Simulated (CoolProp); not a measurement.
Tetrahydrofuran along the isotherm 216.35 °C: fugacity coefficient from the reference equation and from simpler models built on Tc = 267.0 °C, pc = 5304 kPa, ω = 0.234; each cubic takes its own stable root.

Model: reference Helmholtz-energy equation of state, Fiedler 2023, in CoolProp.

```csv
p (kPa),phase,reference
947,gas,0.9174
1890,gas,0.8348
2840,liquid,0.7117
3790,liquid,0.5480
4740,liquid,0.4501
5680,liquid,0.3856
6630,liquid,0.3392
7580,liquid,0.3045
8520,liquid,0.2780
9470,liquid,0.2566
10400,liquid,0.2396
11400,liquid,0.2245
12300,liquid,0.2132
13300,liquid,0.2024
```

### Question
How far does each simpler model (van der Waals, Redlich-Kwong, Soave-Redlich-Kwong, Peng-Robinson) lie from the reference over these 14 states: mean and median of the absolute difference, and the worst?

### Answer
- van der Waals: mean 31.3 %, median 35.6 %, worst +47.4 % at 216.35 °C and 13300 kPa
- Redlich-Kwong: mean 10.9 %, median 12.6 %, worst +15.3 % at 216.35 °C and 13300 kPa
- Soave-Redlich-Kwong: mean 3.7 %, median 4.1 %, worst +6.1 % at 216.35 °C and 13300 kPa
- Peng-Robinson: mean 0.5 %, median 0.3 %, worst -1.3 % at 216.35 °C and 1890 kPa

At some of these states van der Waals, Redlich-Kwong gives the other phase, because its saturation line lies elsewhere.
